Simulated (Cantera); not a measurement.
# LiOH + H2O (calcination and drying)

Feed: 1 mol LiOH, 3.9 mol H2O, equilibrated at 27.0 Pa.

Cantera equilibrium calculation (NASA polynomials, part measured and part estimated; ideal gas, pure solids and liquids). Candidate condensed phases: H2O, Li, LiH, LiOH, Li2O; 17 gas species. Condensed phases not in the tables: the peroxide. Equilibrium is a limit: real reactors are often held back by kinetics, nucleation or transport.

```json
[
 {"T (K)": "1048", "x H2O": "0.996", "x LiOH": "0.00368", "x H2": "9.60e-6", "x Li": "5.42e-9", "x H": "1.46e-9", "x O2": "4.68e-6", "x OH": "4.76e-7", "x O": "8.33e-11", "n Li2O(s)": "0.492"},
 {"T (K)": "1148", "x H2O": "0.977", "x LiOH": "0.0225", "x H2": "4.98e-5", "x Li": "3.28e-7", "x H": "3.08e-8", "x O2": "2.41e-5", "x OH": "3.61e-6", "x O": "2.37e-9", "n Li2O(s)": "0.450"},
 {"T (K)": "1248", "x H2O": "0.901", "x LiOH": "0.0985", "x H2": "0.000189", "x Li": "1.02e-5", "x H": "3.91e-7", "x O2": "9.25e-5", "x OH": "1.90e-5", "x O": "3.90e-8", "n Li2O(s)": "0.271"},
 {"T (K)": "1348", "x H2O": "0.795", "x LiOH": "0.204", "x H2": "0.000561", "x Li": "0.000115", "x H": "3.33e-6", "x O2": "0.000291", "x OH": "7.61e-5", "x O": "4.23e-7", "n Li2O(s)": "0"},
 {"T (K)": "1448", "x H2O": "0.794", "x LiOH": "0.203", "x H2": "0.00155", "x Li": "0.000463", "x H": "2.21e-5", "x O2": "0.000825", "x OH": "0.000269", "x O": "3.41e-6", "n Li2O(s)": "0"},
 {"T (K)": "1548", "x H2O": "0.790", "x LiOH": "0.202", "x H2": "0.00373", "x Li": "0.00154", "x H": "0.000114", "x O2": "0.00206", "x OH": "0.000810", "x O": "2.11e-5", "n Li2O(s)": "0"},
 {"T (K)": "1648", "x H2O": "0.782", "x LiOH": "0.198", "x H2": "0.00803", "x Li": "0.00438", "x H": "0.000486", "x O2": "0.00464", "x OH": "0.00213", "x O": "0.000105", "n Li2O(s)": "0"},
 {"T (K)": "1748", "x H2O": "0.768", "x LiOH": "0.189", "x H2": "0.0157", "x Li": "0.0108", "x H": "0.00174", "x O2": "0.00950", "x OH": "0.00497", "x O": "0.000435", "n Li2O(s)": "0"},
 {"T (K)": "1848", "x H2O": "0.741", "x LiOH": "0.172", "x H2": "0.0281", "x Li": "0.0231", "x H": "0.00541", "x O2": "0.0178", "x OH": "0.0105", "x O": "0.00154", "n Li2O(s)": "0"},
 {"T (K)": "1948", "x H2O": "0.695", "x LiOH": "0.145", "x H2": "0.0467", "x Li": "0.0429", "x H": "0.0149", "x O2": "0.0304", "x OH": "0.0200", "x O": "0.00471", "n Li2O(s)": "0"},
 {"T (K)": "2048", "x H2O": "0.620", "x LiOH": "0.109", "x H2": "0.0716", "x Li": "0.0681", "x H": "0.0365", "x O2": "0.0470", "x OH": "0.0344", "x O": "0.0126", "n Li2O(s)": "0"},
 {"T (K)": "2148", "x H2O": "0.511", "x LiOH": "0.0695", "x H2": "0.1000", "x Li": "0.0916", "x H": "0.0802", "x O2": "0.0647", "x OH": "0.0528", "x O": "0.0298", "n Li2O(s)": "0"}
]
```
x: gas mole fraction; n: condensed amount in mol.

From 1048 K to 1248 K the condensed part is Li2O(s). From 1348 K to 2148 K nothing is condensed. The main Li-bearing gas is LiOH at 1048 K and Li at 2148 K.
